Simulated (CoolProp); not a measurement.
The numbers come from the reference Helmholtz-energy equation of state, Penoncello 2003 in CoolProp.

### Question
Give the vapour pressure (MPa), vapour density (kg/m³), enthalpy of vaporisation (kJ/kg), vapour viscosity (µPa s) of saturated CHF3 (R23) at -33.25 °C.

### Answer
```
T (°C)  p (MPa)  vapour density (kg/m³)  enthalpy of vaporisation (kJ/kg)  vapour viscosity (µPa s)
------  -------  ----------------------  --------------------------------  ------------------------
-33.25    0.901                    38.3                               191                      12.2
```

Viscosity comes from a separate model (Shan 2000).
